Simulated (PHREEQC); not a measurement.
## Buffer (model solution)

Consider water at 60 °C with 1.8 mmol/kgw HF, 0.18 mmol/kgw NaF and 1.5 mmol/kgw KCl. Closed to the air; pH follows from the charge balance.

Model: ion-association model, phreeqc.dat, run in PHREEQC.

No solid was allowed to form.

Task: What pH does the model give?

Result: pH 3.25.

Task: In which forms is F present?

Result: HF 61 %, F- 39 % of the F.

Constants without temperature data keep their 25 °C values here.
